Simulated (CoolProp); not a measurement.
Values from CoolProp's reference Helmholtz-energy equation of state, Thol 2019.

Problem. Give the vapour pressure (MPa), vapour density (kg/m³), enthalpy of vaporisation (kJ/kg), liquid cp (kJ/(kg K)) of saturated n-hexane at 141.65, 207.65, 224.15 °C.

Solution. 
```csv
T (°C),p (MPa),vapour density (kg/m³),enthalpy of vaporisation (kJ/kg),liquid cp (kJ/(kg K))
141.65,0.638,19.3,269,2.89
207.65,2.03,74.7,165,3.86
224.15,2.61,115,114,5.44
```
